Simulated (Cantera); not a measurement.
What does this Cantera script print?

```python
import numpy as np
import cantera as ct

gas = ct.Solution("gri30.yaml", transport_model="mixture-averaged")
show = ['N2', 'H', 'H2O']

rows = []
print(f"{'T/K':>7s}{'rho':>11s}{'cp':>10s}{'mu':>11s}{'lambda':>11s}{'Pr':>7s}" + "".join(f"{'D_' + s:>11s}" for s in show))
for T in [400, 600, 800, 1000, 1200, 1400, 1600]:
    gas.TPX = T, 890000, {'C2H6': 0.4, 'CH3OH': 0.53, 'C3H8': 0.18, 'CH4': 0.95}
    Pr = gas.cp_mass * gas.viscosity / gas.thermal_conductivity
    D = [gas.mix_diff_coeffs_mole[gas.species_index(s)] for s in show]
    rows.append([gas.density, gas.cp_mass, gas.viscosity, gas.thermal_conductivity, Pr, *D])
    print(f"{T:7g}{gas.density:11.4e}{gas.cp_mass:10.1f}{gas.viscosity:11.4e}"
          f"{gas.thermal_conductivity:11.4e}{Pr:7.3f}" + "".join(f"{d:11.4e}" for d in D))
print("SI units: kg/m3, J/kg/K, Pa s, W/m/K, m2/s")
```

Output:

```
    T/K        rho        cp         mu     lambda     Pr       D_N2        D_H      D_H2O
    400 6.7796e+00    2083.6 1.3216e-05 3.8962e-02  0.707 3.3151e-06 1.8217e-05 3.4867e-06
    600 4.5197e+00    2772.4 1.8748e-05 7.2273e-02  0.719 6.7824e-06 3.7717e-05 7.6721e-06
    800 3.3898e+00    3337.2 2.3587e-05 1.0875e-01  0.724 1.1128e-05 6.2265e-05 1.3150e-05
   1000 2.7118e+00    3793.1 2.7921e-05 1.4552e-01  0.728 1.6255e-05 9.1274e-05 1.9743e-05
   1200 2.2599e+00    4142.5 3.1878e-05 1.8150e-01  0.728 2.2099e-05 1.2436e-04 2.7334e-05
   1400 1.9370e+00    4422.1 3.5547e-05 2.1623e-01  0.727 2.8613e-05 1.6123e-04 3.5838e-05
   1600 1.6949e+00    4644.8 3.8988e-05 2.4951e-01  0.726 3.5760e-05 2.0170e-04 4.5192e-05
SI units: kg/m3, J/kg/K, Pa s, W/m/K, m2/s
```

Cantera simulation using GRI-Mech 3.0 (53 species, 325 reactions); the numbers are that mechanism's predictions, not measurements. Polar gases are described roughly by these parameters. The composition is frozen, though it would react at the higher temperatures.
